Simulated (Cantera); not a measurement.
An adiabatic, constant-volume homogeneous reactor starts with 18.4 % CH4, 0.975 % CO, 16.9 % O2, 63.7 % N2, equivalence ratio 2.2, at 1750 K and 1.10 bar.

Detailed kinetics in Cantera: GRI-Mech 3.0 (53 species, 325 reactions).

One state of this run: T (K) = 2818; P (bar) = 2.16; x CH4 = 3.66e-11; x CO = 0.146; x O2 = 9.48e-5; x CH2 = 2.23e-11; x H2 = 0.179; x CH3 = 8.55e-11; x H = 0.0252. x: mole fraction; the columns are a selection and need not sum to one.

Problem. Which value of t (s) does it belong to?
A) 0.00796
B) 3.17e-5
C) 7.96e-6
D) 0.000126

Solution. A, 0.00796
